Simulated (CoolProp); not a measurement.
Vapour-liquid equilibrium of R1234yf (1) + R152A (2) at 182.7 K; x and y are mole fractions of (1).

The numbers come from the multi-fluid Helmholtz-energy mixture model, Lemmon 2022 and Outcalt 1996; pair parameters Bell 2023 in CoolProp.

```csv
x,"bubble pressure, mixture model (bar)","bubble pressure, Raoult's law (bar)","y, mixture model","y, Raoult's law"
0.05,0.01570,0.01510,___,0.077
0.2,0.01801,0.01638,0.333,0.284
0.35,___,0.01767,___,0.460
0.5,0.02074,0.01895,___,0.613
0.65,___,0.02023,0.716,0.746
0.8,___,0.02152,0.835,0.864
0.95,___,0.02280,___,0.968
```

Problem. Some entries are withheld; supply them.

Solution. 
- 0.05, y, mixture model: 0.111
- 0.35, bubble pressure, mixture model (bar): 0.01958
- 0.35, y, mixture model: 0.480
- 0.5, y, mixture model: 0.601
- 0.65, bubble pressure, mixture model (bar): 0.02165
- 0.8, bubble pressure, mixture model (bar): 0.02240
- 0.95, bubble pressure, mixture model (bar): 0.02303
- 0.95, y, mixture model: 0.958

The largest gap from Raoult's law is +10.8 % in bubble pressure, at x = 0.35. No azeotrope shows between x = 0.05 and 0.95.

Pair parameters are fitted to limited data, so mixtures are less certain than the pure fluids.
